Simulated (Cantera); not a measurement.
Input: 1 mol Si₂H₆, 20 mol N₂O, 8.2 mol H₂, held at 1498.15 K and 11.0 Pa.

Method: chemical equilibrium by Gibbs-energy minimisation in Cantera with the NASA 1993 tables (ideal gas, pure condensed phases). Candidate condensed phases: H₂O, Si, SiO₂, Si₂N₂O, Si₃N₄; 35 gas species. The feed counts by its element totals alone. The tables hold silica as quartz up to 1696 K and as liquid above; real silica turns to tridymite and cristobalite and melts near 1996 K. Kinetics and transport are ignored.

Problem. What is the equilibrium state?

Solution. 
```
Item                                 Result
--------------------------------  ---------
x(N₂)                                 0.595
x(H₂O)                                0.332
x(O₂)                                0.0709
x(OH)                               0.00104
x(NO)                              0.000612
x(H₂)                              0.000220
x(O)                               0.000100
x(H)                                2.43e-5
n(SiO₂(β-quartz))                  2.00 mol
gas amount                        33.61 mol
log10 activity of Si(s) (absent)     -17.34
```
